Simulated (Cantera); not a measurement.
Feed: 1 mol SiH2Cl2, 0.022 mol C3H8, 2.8 mol H2, a varied amount of C2H4, held at 1577 °C and 0.133 bar.

Cantera equilibrium calculation (NASA polynomials, part measured and part estimated; ideal gas, pure solids and liquids). Candidate condensed phases: C, C6H6, C7H8, C8H18, Si, SiC; 109 gas species. Mutual solubility and eutectic melting of coexisting phases are not modelled. Gases not in the tables: Si2H6 and higher silanes. Kinetics and transport are ignored.

### Question
What share of the Si ends up in condensed phases as a function of n(C2H4) (mol), at 0.011, 0.038, 0.065, 0.092, 0.12, 0.15, 0.17, 0.2, 0.23?

### Answer
| n(C2H4) (mol) | Si condensed (%) | as |
|---|---|---|
| 0.011 | 42.0 | Si(l) + SiC(s) |
| 0.038 | 42.3 | Si(l) + SiC(s) |
| 0.065 | 42.5 | Si(l) + SiC(s) |
| 0.092 | 42.7 | Si(l) + SiC(s) |
| 0.12 | 42.9 | Si(l) + SiC(s) |
| 0.15 | 43.1 | Si(l) + SiC(s) |
| 0.17 | 43.3 | Si(l) + SiC(s) |
| 0.2 | 46.6 | SiC(s) |
| 0.23 | 52.6 | SiC(s) |
